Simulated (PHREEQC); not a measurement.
Consider water at 25 °C with 0.00022 mol/kgw PbCl2, 0.15 mol/kgw KBr and 0.00031 mol/kgw Na2SO4. Closed to the air; pH follows from the charge balance.

Equilibrium calculation in PHREEQC: ion-association model, wateq4f.dat.

| quantity | before | after |
|---|---|---|
| pH | 6.21 | 3.64 |
| ionic strength (mol/kgw) | 0.151 | 0.152 |
| SO4-2 (mol/kgw) | 0.000233 | 0.000231 |
| NaSO4- (mol/kgw) | 2.33e-7 | 2.30e-7 |
| HSO4- (mol/kgw) | 6.03e-9 | 2.22e-6 |
| SI of Halite (NaCl) | -8.40 | -8.23 |
| SI of Mirabilite (Na2SO4:10H2O) | -9.69 | -9.69 |

Which change was made?
(A) KBr replaced by KHSO4 at the same molality
(B) PbCl2 from 0.00022 to 0.00011 mol/kgw
(C) KBr from 0.15 to 0.135 mol/kgw
(D) PbCl2 replaced by FeCl3 at the same molality
(E) KBr left out

D, PbCl2 replaced by FeCl3 at the same molality

No solid was allowed to form. Some of these states are supersaturated (in Jarosite-K, Fe(OH)3(a), for instance).
